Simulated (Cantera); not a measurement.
Thermodynamics of abatement and gas-phase synthesis, feed PH₃ + O₂ + N₂

Charge: 1 mol PH₃, 3.7 mol O₂, 0.67 mol N₂, equilibrated at 3248 K and 101000 Pa.

Cantera equilibrium calculation (NASA polynomials, part measured and part estimated; ideal gas, pure solids and liquids). Candidate condensed phases: H₂O, P, P₄O₁₀; 32 gas species. Gases not in the tables: HPO₂, HPO₃ and P₄O₆. The numbers say what is thermodynamically allowed, not how fast it happens.

```json
{
 "x(O₂)": "0.261",
 "x(H₂O)": "0.140",
 "x(PO₂)": "0.129",
 "x(O)": "0.126",
 "x(OH)": "0.108",
 "x(N₂)": "0.0976",
 "x(H)": "0.0515",
 "x(PO)": "0.0350",
 "x(H₂)": "0.0264",
 "gas_amount": "6.091 mol",
 "log10 activity of P(l) (absent)": "-5.05"
}
```
